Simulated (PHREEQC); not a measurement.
Consider water at 25 °C with 0.011 mol/kgw ZnCl2 and 4.3e-05 mol/kgw H2SO4. Closed to the air; pH follows from the charge balance.

All values are PHREEQC results (ion-association model, phreeqc.dat), not measurements.

Precipitation was switched off in this run.

Order these S species by the share of S that they hold, largest first: ZnSO4, HSO4-, SO4-2.

SO4-2 (60 %), ZnSO4 (40 %), HSO4- (0.27 %)

The pH is 4.12 and the ionic strength 0.0324 mol/kgw.
